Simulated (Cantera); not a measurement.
Gas-phase reforming

A perfectly stirred reactor is fed with 69.0 % CH₄, 31.0 % H₂O, at 11300 Torr; it is held at 1550 K, and followed from long to short residence time.

Model: GRI-Mech 3.0 (53 species, 325 reactions), integrated in Cantera. GRI-Mech 3.0 stops at C3 and has no aromatics, soot or wall deposition, so with more carbon than oxygen in the feed, carbon stays in small species such as C2H2 where larger ones or solid carbon would form. The pressure lies above the range GRI-Mech 3.0 was tuned for (to about 10 atm).

```csv
τ (s),x CH₄,x H₂O,x CH₂,x H₂,x O₂,x H₂O₂,x C₂H₂
5.0,0.309,0.115,1.02e-9,0.428,<1e-12,<1e-12,0.0211
1.6,0.326,0.161,1.39e-9,0.378,<1e-12,<1e-12,0.0331
0.50,0.335,0.204,1.84e-9,0.336,<1e-12,<1e-12,0.0461
0.16,0.349,0.235,2.16e-9,0.301,<1e-12,<1e-12,0.0544
0.050,0.394,0.257,2.15e-9,0.252,<1e-12,<1e-12,0.0531
0.016,0.492,0.277,1.93e-9,0.167,<1e-12,<1e-12,0.0380
0.0050,0.595,0.296,1.80e-9,0.0775,<1e-12,<1e-12,0.0161
0.0016,0.655,0.306,1.69e-9,0.0262,<1e-12,<1e-12,0.00333
0.00050,0.680,0.310,1.38e-9,0.00658,<1e-12,<1e-12,0.000271
```
x: mole fraction; the columns are a selection and need not sum to one.
